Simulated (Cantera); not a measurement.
Feed: 1 mol BN, 44 mol HCl, 1.7 mol H2, 1.5 mol NF3, held at 1675 K and 1.10 mbar.

Cantera equilibrium calculation (NASA polynomials, part measured and part estimated; ideal gas, pure solids and liquids). Candidate condensed phases: B, BN, NH4Cl; 40 gas species. The tables' values for BF2, BClF, BCl2, BCl are old estimates; treat these amounts as uncertain. Gases not in the tables: BHCl2. Kinetics and transport are ignored.

Base state: HCl 0.879, HF 0.0338, H2 0.0257, N2 0.0254, BF3 0.0183, Cl 0.0150, BF2 0.00130, H 0.000561 (mole fractions); condensed: gas only.

Task: What changes in the equilibrium state with this change: pressure from 1.10 mbar to 88.0 mbar?

Result: 
```
species    before     after
-------  --------  --------
HCl         0.879     0.899
HF         0.0338    0.0327
N2         0.0254    0.0256
Cl         0.0150   0.00193
H2         0.0257    0.0203
BF3        0.0183    0.0198
BF       0.000142   1.62e-6
BCl       1.70e-5   2.04e-7
H        0.000561   5.58e-5
BF2       0.00130  0.000144
```
The tables' values for BF2 are old estimates; treat these amounts as uncertain.

Task: What changes in the equilibrium state with this change: temperature from 1675 K to 723.15 K?

Result: 
```
species    before   after
-------  --------  ------
HCl         0.879   0.903
HF         0.0338  0.0308
N2         0.0254  0.0257
Cl         0.0150   <1e-9
H2         0.0257  0.0195
BF3        0.0183  0.0205
BF2       0.00130   <1e-9
H        0.000561   <1e-9
BCl3     0.000452   <1e-9
BF       0.000142   <1e-9
BClF      6.34e-5   <1e-9
```

Task: What changes in the equilibrium state with this change: pressure from 1.10 mbar to 5.50 mbar?

Result: 
```
species    before     after
-------  --------  --------
HCl         0.879     0.891
HF         0.0338    0.0330
N2         0.0254    0.0256
Cl         0.0150   0.00725
H2         0.0257    0.0226
BF3        0.0183    0.0192
BF       0.000142   2.74e-5
BCl       1.70e-5   3.39e-6
H        0.000561  0.000235
BF2       0.00130  0.000586
BClF      6.34e-5   2.96e-5
```
The tables' values for BF2, BClF, BCl2 are old estimates; treat these amounts as uncertain.
